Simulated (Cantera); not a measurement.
What does this Cantera script print?

```python
import numpy as np
import cantera as ct

gas = ct.Solution("gri30.yaml")
gas.TPX = 1500, 500000, {'CH4': 1, 'O2': 1.54, 'N2': 14.9, 'CO2': 0.086}
reactor = ct.IdealGasConstPressureReactor(gas, energy="on", clone=False)
net = ct.ReactorNet([reactor])
net.rtol, net.atol = 1e-08, 1e-16
show = ['CH4', 'O2', 'H', 'NO', 'HCN', 'H2O2', 'C2H2']
times = np.geomspace(1e-06, 5, 12)

steps = ct.SolutionArray(gas, extra=["t"])
rows = []
print(f"{'t/s':>10s}{'T/K':>9s}{'P/Pa':>11s}" + "".join(f"{s:>11s}" for s in show))
for t in times:
    while net.time < t:
        t_next = net.step()
        steps.append(gas.state, t=t_next)
    rows.append([np.interp(t, steps.t, y) for y in (steps.T, steps.P, *steps(*show).X.T)])
    print(f"{t:10.3e}{rows[-1][0]:9.1f}{rows[-1][1]:11.4g}" + "".join(f"{x:11.3e}" for x in rows[-1][2:]))
rate = np.gradient(steps.T, steps.t)
print("integrator steps:", len(steps.t))
if steps.T.max() > steps.T[0] + 200:
    print(f"time of steepest temperature rise: {steps.t[rate.argmax()]:.4e} s")
gas.TPX = 1500, 500000, {'CH4': 1, 'O2': 1.54, 'N2': 14.9, 'CO2': 0.086}
gas.equilibrate("HP")
print(f"equilibrium (HP): T = {gas.T:.1f} K  " + "  ".join(f"{s} {gas[s].X[0]:.3e}" for s in show))
```

It prints:

```
       t/s      T/K       P/Pa        CH4         O2          H         NO        HCN       H2O2       C2H2
 1.000e-06   1500.0      5e+05  5.706e-02  8.787e-02  7.619e-09  1.138e-16  2.615e-19  8.008e-10  4.731e-19
 4.064e-06   1500.0      5e+05  5.706e-02  8.787e-02  8.499e-09  7.478e-16  4.966e-18  7.699e-09  3.396e-16
 1.652e-05   1500.0      5e+05  5.705e-02  8.787e-02  1.297e-08  5.498e-15  9.964e-17  3.687e-08  1.692e-13
 6.714e-05   1500.0      5e+05  5.700e-02  8.784e-02  4.159e-08  7.980e-14  2.794e-15  6.998e-08  1.232e-10
 2.729e-04   1502.1      5e+05  5.637e-02  8.751e-02  1.835e-07  1.332e-12  7.730e-14  1.827e-07  5.615e-08
 1.109e-03   2292.7      5e+05  1.357e-13  2.268e-04  1.957e-03  6.384e-05  5.135e-10  3.114e-08  5.218e-17
 4.508e-03   2311.6      5e+05  4.298e-13  2.359e-05  6.350e-04  8.424e-05  4.530e-09  4.535e-09  1.370e-16
 1.832e-02   2311.2      5e+05  4.342e-13  2.342e-05  6.343e-04  1.304e-04  6.753e-09  4.514e-09  1.385e-16
 7.447e-02   2310.9      5e+05  4.386e-13  2.327e-05  6.336e-04  1.723e-04  8.758e-09  4.495e-09  1.400e-16
 3.027e-01   2310.8      5e+05  4.387e-13  2.327e-05  6.336e-04  1.737e-04  8.828e-09  4.494e-09  1.400e-16
 1.230e+00   2310.8      5e+05  4.387e-13  2.327e-05  6.336e-04  1.737e-04  8.828e-09  4.494e-09  1.400e-16
 5.000e+00   2310.8      5e+05  4.387e-13  2.327e-05  6.336e-04  1.737e-04  8.828e-09  4.494e-09  1.400e-16
integrator steps: 2193
time of steepest temperature rise: 9.7710e-04 s
equilibrium (HP): T = 2310.8 K  CH4 4.970e-13  O2 2.327e-05  H 6.336e-04  NO 1.737e-04  HCN 8.828e-09  H2O2 4.494e-09  C2H2 1.534e-16
```

Detailed kinetics in Cantera: GRI-Mech 3.0 (53 species, 325 reactions).
